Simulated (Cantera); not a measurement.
What does this Cantera script print?

```python
import numpy as np
import cantera as ct

gas_names = """
    C CH CH2 CH3 CH2OH CH3O CH4 CH3OH CO CO2 COOH C2 C2H CHCO,ketyl C2H2,acetylene C2H2,vinylidene
    CH2CO,ketene C2H3,vinyl CH3CO,acetyl C2H4 C2H4O,ethylen CH3CHO,ethanal CH3COOH (HCOOH)2 C2H5 C2H6
    CH3OCH3 C2H5OH C2O C3 C3H3,propargyl C3H4,allene C3H4,propyne C3H4,cyclo- C3H5,allyl C3H6,propylene
    C3H6,cyclo- C3H6O C3H7,n-propyl C3H7,i-propyl C3H8 C3H8O,1propanol C3H8O,2propanol C3O2 C4 C4H2
    C4H4,1,3-cyclo- C4H6,butadiene C4H6,2-butyne C4H6,cyclo- C4H8,1-butene C4H8,cis2-buten
    C4H8,tr2-butene C4H8,isobutene C4H8,cyclo- (CH3COOH)2 C4H9,n-butyl C4H9,i-butyl C4H9,s-butyl
    C4H9,t-butyl C4H10,isobutane C4H10,n-butane C5 C5H6,1,3cyclo- C5H8,cyclo- C5H10,1-pentene
    C5H10,cyclo- C5H11,pentyl C5H11,t-pentyl C5H12,n-pentane C5H12,i-pentane CH3C(CH3)2CH3 C6H2
    C6H5,phenyl C6H5O,phenoxy C6H6 C6H5OH,phenol C6H10,cyclo- C6H12,1-hexene C6H12,cyclo- C6H13,n-hexyl
    C7H7,benzyl C7H8 C7H8O,cresol C7H14,1-heptene C7H15,n-heptyl C7H16,n-heptane C8H8,styrene
    C8H10,ethylbenz C8H16,1-octene C8H17,n-octyl C8H18,isooctane C8H18,n-octane C9H19,n-nonyl
    C10H8,naphthale C10H21,n-decyl C12H9,o-bipheny C12H10,bipheny H HCO HO2 H2 HCHO,formaldehy HCOOH H2O
    H2O2 O OH O2 O3
""".split()
cond_names = """
    C(gr) C6H6(L) C7H8(L) C8H18(L),n-octa H2O(s) H2O(L)
""".split()


def load(file, names, dense=False):
    # The tables refer to 1 bar. Condensed volumes are neglected.
    table = {s.name: s for s in ct.Species.list_from_file(file)}
    out = []
    for n in names:
        d = dict(table[n].input_data)
        d["thermo"] = dict(d["thermo"], **{"reference-pressure": 1e5})
        if dense:
            d["equation-of-state"] = {"model": "constant-volume", "density": "1e6 g/cm^3"}
        out.append(ct.Species.from_dict(d))
    return out


gas = ct.Solution(thermo="ideal-gas", species=load("nasa_gas.yaml", gas_names))
cond = {s.name: ct.Solution(thermo="fixed-stoichiometry", species=[s], name=s.name)
        for s in load("nasa_condensed.yaml", cond_names, dense=True)}
atoms = {
    'CO2': {'C': 1, 'O': 2},
    'H2': {'H': 2},
}
top_T = {'C(gr)': 4500}  # K; cautious upper limits of use, not melting points


def equilibrate(T, P, feed):
    n = {}
    for name, mol in feed.items():
        for a, k in atoms[name].items():
            n[a] = n.get(a, 0.0) + k * mol
    gas.TPX = T, P, n
    mass = sum(n.values()) * gas.mean_molecular_weight
    gas.equilibrate("TP")
    valid = [c for c in cond.values() if c.min_temp <= T <= top_T.get(c.name, c.max_temp)]
    mix = ct.Mixture([(gas, mass / gas.mean_molecular_weight)] + [(c, 0.0) for c in valid])
    mix.T, mix.P = T, P
    mix.equilibrate("TP", solver="vcs", rtol=1e-11, max_steps=5000)
    return mix


results = []
feed = {'CO2': 1, 'H2': 0.24}  # mol
P = 101325  # Pa
for T in [1525, 1675, 1825, 1975, 2125, 2275, 2425]:
    mix = equilibrate(T, P, feed)
    results.append((T, P, feed, dict(zip(mix.species_names, mix.species_moles))))

top = {s: max(r[3][s] / sum(r[3][g] for g in gas_names) for r in results) for s in gas_names}
cols = sorted((s for s in top if top[s] > 1e-06), key=lambda s: -top[s])[:9]
seen = [c for c in cond_names if any(r[3].get(c, 0) > 1e-12 for r in results)]
print("log10 of partial pressures in bar; condensed amounts in mol")
print(f"{'T/K':>10s}" + "".join(f"{s[:9]:>10s}" for s in cols + seen))
for T, P, feed, n in results:
    ng = sum(n[g] for g in gas_names)
    print(f"{T:10.4g}" + "".join(f"{np.log10(max(n[s] / ng * P / 1e5, 1e-99)):10.3f}" for s in cols)
          + "".join(f"{n.get(c, 0):10.4g}" for c in seen))
```

Result:

```
log10 of partial pressures in bar; condensed amounts in mol
       T/K       CO2        CO       H2O        H2        OH        O2         H         O       HO2
      1525    -0.194    -0.750    -0.750    -1.736    -6.016    -9.188    -5.494    -9.841   -12.893
      1675    -0.196    -0.743    -0.743    -1.811    -5.088    -7.489    -4.840    -8.211   -11.205
      1825    -0.198    -0.738    -0.738    -1.872    -4.314    -6.070    -4.292    -6.849    -9.795
      1975    -0.199    -0.735    -0.735    -1.924    -3.658    -4.869    -3.826    -5.694    -8.602
      2125    -0.200    -0.731    -0.734    -1.966    -3.097    -3.842    -3.423    -4.703    -7.580
      2275    -0.203    -0.724    -0.735    -1.999    -2.615    -2.965    -3.071    -3.850    -6.705
      2425    -0.215    -0.702    -0.744    -2.009    -2.209    -2.248    -2.751    -3.128    -5.980
```

Method: chemical equilibrium by Gibbs-energy minimisation in Cantera with the NASA 1993 tables (ideal gas, pure condensed phases).
